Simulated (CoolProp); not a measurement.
Vapour-liquid equilibrium of R134a (1) + R141b (2) at 1.55 bar; x and y are mole fractions of (1).

Computed with CoolProp (multi-fluid Helmholtz-energy mixture model, Tillner-Roth 1994 and Lemmon 2006; pair parameters Bell 2016).

```tsv
x	bubble temperature, mixture model (°C)	bubble temperature, Raoult's law (°C)	y, mixture model	y, Raoult's law
0.05	32.2	35.8	0.363	0.293
0.15	15.7	22.8	0.683	0.603
0.25	6.0	13.7	0.807	0.755
0.35	-0.1	6.8	0.868	0.841
0.45	-4.3	1.4	0.902	0.894
0.55	-7.3	-3.0	0.925	0.929
0.65	-9.6	-6.8	0.942	0.954
0.75	-11.6	-10.0	0.957	0.972
0.85	-13.5	-12.8	0.972	0.985
0.95	-15.4	-15.2	0.990	0.996
```

The largest gap from Raoult's law is -7.7 K in bubble temperature, at x = 0.25. No azeotrope shows between x = 0.05 and 0.95.

Pair parameters are fitted to limited data, so mixtures are less certain than the pure fluids.
